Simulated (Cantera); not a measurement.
A freely propagating, adiabatic, planar premixed flame of 31.2 % H2, 9.74 % O2, 36.5 % N2, 22.5 % H2O, unburnt at 400 K and 0.350 bar; unity-Lewis-number transport, grid criteria slope 0.08 and curve 0.16, no radiation.

Detailed kinetics in Cantera: the H2/O2 subset of GRI-Mech 3.0, which has no nitrogen chemistry. Unity Lewis numbers drop preferential diffusion, which matters most where H2 and H carry the flame. Burning velocities carry a grid error of a few per cent, more on coarse grids.

Question: Predict: laminar burning velocity; thermal thickness; peak x(OH); peak x(H2O2); peak x(H).

Answer: 
| Property | Result |
|---|---|
| laminar burning velocity | 156 cm/s |
| thermal thickness | 1.14 mm |
| peak x(OH) | 0.00446 |
| peak x(H2O2) | 1.65e-5 |
| peak x(H) | 0.0483 |
